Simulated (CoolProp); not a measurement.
Values from CoolProp's reference Helmholtz-energy equation of state, Thol 2016.

**Question.** For hexamethyldisiloxane (MM), give the phase and the speed of sound (m/s), fugacity coefficient at 620 K and 5150 kPa; 620 K and 18000 kPa.

**Answer.** 
- 620 K and 5150 kPa: supercritical; speed of sound 144, fugacity coefficient 0.619
- 620 K and 18000 kPa: supercritical; speed of sound 414, fugacity coefficient 0.469
